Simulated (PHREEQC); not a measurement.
A made-up water analysis in mmol/kgw, 60 °C, pH 7.47, pe 10.3:

| constituent | mmol/kgw |
|---|---|
| Na | 120 |
| K | 0.018 |
| Ca | 1.79 |
| Mg | 24.3 |
| Cl | 154 |
| S(6) | 8.07 |
| Alkalinity (meq/kgw) | 1.89 |
| O(0) (counted as O atoms) | 0.52 |
| Cd | 0.449 |

Cl is adjusted to close the charge balance.
Valence states are taken as typed.

The numbers come from PHREEQC with the ion-association model, phreeqc.dat.

Precipitation was switched off in this run.

Q: What ionic strength does the model give?

A: ionic strength 0.191 mol/kgw.

Q: In which forms is Mg present?

A: Mg+2 85 %, MgSO4 14 %, MgHCO3+ 0.7 % of the Mg.

Examples of supersaturated solids here: Otavite. Others may be too. At this temperature some constants are extrapolated from 25 °C, and those without enthalpy data are left unchanged.
